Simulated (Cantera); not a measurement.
Charge: 1 mol Pb, 0.6 mol O2, 5.1 mol N2, equilibrated at 1100 K and 1.00 Torr.

Cantera equilibrium calculation (NASA polynomials, part measured and part estimated; ideal gas, pure solids and liquids). Candidate condensed phases: Pb, PbO, PbO2, Pb3O4; 12 gas species. Kinetics and transport are ignored.

Base state: N2 0.976, O2 0.0192, PbO 0.00465, Pb 0.000115, NO 2.86e-5 (mole fractions); condensed: PbO(yellow).

Question: What changes in the equilibrium state with this change: temperature from 1100 K to 950 K?

Answer: 
| species | before | after |
|---|---|---|
| N2 | 0.976 | 0.981 |
| O2 | 0.0192 | 0.0192 |
| PbO | 0.00465 | 3.96e-5 |
| Pb | 0.000115 | 1.11e-7 |
| NO | 2.86e-5 | 5.92e-6 |
| PbO(yellow), mol | 0.975 | 1.000 |
